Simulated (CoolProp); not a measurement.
Vapour-liquid equilibrium of dimethyl carbonate (1) + n-octane (2) at 1.17 MPa; x and y are mole fractions of (1).

Model: multi-fluid Helmholtz-energy mixture model, Zhou 2011 and Beckmüller 2019; pair parameters Bell 2016, in CoolProp.

| x | bubble temperature (°C) | y at the bubble point | dew temperature at overall composition x (°C) | liquid density (mol/L) |
|---|---|---|---|---|
| 0.05 | 235.8 | 0.126 | 240.7 | 4.271 |
| 0.2 | 217.0 | … | 231.0 | 4.805 |
| 0.35 | 205.6 | … | 221.0 | 5.326 |
| 0.5 | 198.9 | 0.674 | … | 5.899 |
| 0.65 | 194.8 | … | 200.4 | 6.588 |
| 0.8 | 192.4 | 0.835 | 193.2 | … |
| 0.95 | 191.8 | 0.947 | 191.8 | … |

**Question.** Some entries are withheld; supply them.

**Answer.** 
- 0.2, y at the bubble point: 0.408
- 0.35, y at the bubble point: 0.570
- 0.5, dew temperature at overall composition x (°C): 210.6
- 0.65, y at the bubble point: 0.754
- 0.8, liquid density (mol/L): 7.453
- 0.95, liquid density (mol/L): 8.552

y crosses x between x = 0.8 and 0.95: the model has an azeotrope there.

The pair parameters rest on a limited set of measurements; away from them the model extrapolates.
